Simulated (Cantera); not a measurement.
Feed: 1 mol Cu₂O, 4.5 mol H₂, held at 260 Pa.

Cantera equilibrium calculation (NASA polynomials, part measured and part estimated; ideal gas, pure solids and liquids). Candidate condensed phases: Cu, CuO, Cu(OH)₂, Cu₂O, H₂O; 12 gas species. Equilibrium is a limit: real reactors are often held back by kinetics, nucleation or transport.

log p: log10 of the partial pressure in bar; n: condensed amount in mol.

| T (°C) | log p H₂ | log p H₂O | log p Cu | log p H | log p OH | log p Cu₂ | n Cu(s) | n Cu(l) |
|---|---|---|---|---|---|---|---|---|
| 827 | -2.69 | -3.24 | (withheld) | -8.93 | -11.83 | -14.32 | 2.00 | 0 |
| 877 | -2.69 | -3.24 | (withheld) | -8.47 | -11.24 | -13.35 | 2.00 | 0 |
| 927 | -2.69 | -3.24 | (withheld) | -8.05 | -10.69 | -12.46 | 2.00 | 0 |
| 977 | -2.69 | -3.24 | (withheld) | -7.66 | -10.19 | -11.64 | 2.00 | 0 |
| 1027 | -2.69 | -3.24 | (withheld) | -7.30 | -9.73 | -10.89 | 2.00 | 0 |
| 1077 | -2.69 | -3.24 | (withheld) | -6.97 | -9.30 | -10.19 | 2.00 | 0 |
| 1127 | -2.69 | -3.24 | (withheld) | -6.66 | -8.91 | -9.58 | 0 | 2.00 |

Q: Complete the blanks.

A: 
- 827, log p Cu: -9.23
- 877, log p Cu: -8.54
- 927, log p Cu: -7.91
- 977, log p Cu: -7.33
- 1027, log p Cu: -6.80
- 1077, log p Cu: -6.31
- 1127, log p Cu: -5.87
